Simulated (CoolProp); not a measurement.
Computed with CoolProp (reference Helmholtz-energy equation of state, Thol 2016).

Q: Give the vapour pressure (kPa), liquid density (kg/m³), enthalpy of vaporisation (kJ/kg), liquid cp (kJ/(kg K)) of saturated hexamethyldisiloxane (MM) at 48.65 °C.

A: 
```tsv
T (°C)	p (kPa)	liquid density (kg/m³)	enthalpy of vaporisation (kJ/kg)	liquid cp (kJ/(kg K))
48.65	16.6	734	218	1.96
```
